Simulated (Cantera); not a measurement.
A Cantera script and what it prints.

```python
import numpy as np
import cantera as ct

gas_names = """
    H HNO HNO2 HNO3 HO2 H2 H2O H2O2 N NH NH2 NH3 NH2OH NO NO2 NO3 N2 N2H2 N2H4 N2O O OH O2 O3 Zr ZrN ZrO
    ZrO2
""".split()
cond_names = """
    H2O(s) H2O(L) Zr(a) Zr(b) Zr(L) ZrN(s) ZrN(L) ZrO2(a) ZrO2(b) ZrO2(L)
""".split()


def load(file, names, dense=False):
    # The tables refer to 1 bar. Condensed volumes are neglected.
    table = {s.name: s for s in ct.Species.list_from_file(file)}
    out = []
    for n in names:
        d = dict(table[n].input_data)
        d["thermo"] = dict(d["thermo"], **{"reference-pressure": 1e5})
        if dense:
            d["equation-of-state"] = {"model": "constant-volume", "density": "1e6 g/cm^3"}
        out.append(ct.Species.from_dict(d))
    return out


gas = ct.Solution(thermo="ideal-gas", species=load("nasa_gas.yaml", gas_names))
cond = {s.name: ct.Solution(thermo="fixed-stoichiometry", species=[s], name=s.name)
        for s in load("nasa_condensed.yaml", cond_names, dense=True)}
atoms = {
    'Zr': {'Zr': 1},
    'N2O': {'N': 2, 'O': 1},
    'H2': {'H': 2},
}
top_T = {}  # K; cautious upper limits of use, not melting points


def equilibrate(T, P, feed):
    n = {}
    for name, mol in feed.items():
        for a, k in atoms[name].items():
            n[a] = n.get(a, 0.0) + k * mol
    gas.TPX = T, P, n
    mass = sum(n.values()) * gas.mean_molecular_weight
    gas.equilibrate("TP")
    valid = [c for c in cond.values() if c.min_temp <= T <= top_T.get(c.name, c.max_temp)]
    mix = ct.Mixture([(gas, mass / gas.mean_molecular_weight)] + [(c, 0.0) for c in valid])
    mix.T, mix.P = T, P
    mix.equilibrate("TP", solver="vcs", rtol=1e-11, max_steps=5000)
    return mix


results = []
feed = {'Zr': 1, 'N2O': 0.15, 'H2': 370}  # mol
T = 1750  # K
P = 0.77  # Pa
mix = equilibrate(T, P, feed)
results.append((T, P, feed, dict(zip(mix.species_names, mix.species_moles))))
x = sorted(zip(gas.X, gas.species_names), reverse=True)
print(f"T = {T:g} K  P = {P:g} Pa  gas = {mix.phase_moles(0):.4g} mol")
print("   x: " + "  ".join(f"{s} {v:.3e}" for v, s in x if v > 0.0001))
print("   condensed (mol): " + ("  ".join(f"{mix.phase(i).name} {mix.phase_moles(i):.4g}"
      for i in range(1, mix.n_phases) if mix.phase_moles(i) > 1e-12) or "none"))
```

Output:

```
T = 1750 K  P = 0.77 Pa  gas = 385.5 mol
   x: H2 9.196e-01  H 8.037e-02
   condensed (mol): Zr(b) 0.6178  ZrN(s) 0.2999  ZrO2(b) 0.0684
```

Cantera equilibrium calculation (NASA polynomials, part measured and part estimated; ideal gas, pure solids and liquids). Mutual solubility and eutectic melting of coexisting phases are not modelled. ZrN: taken at fixed stoichiometry. Condensed phases not in the tables: solid solutions among these carbides, nitrides and lower oxides, N, O or C dissolved in the metal.
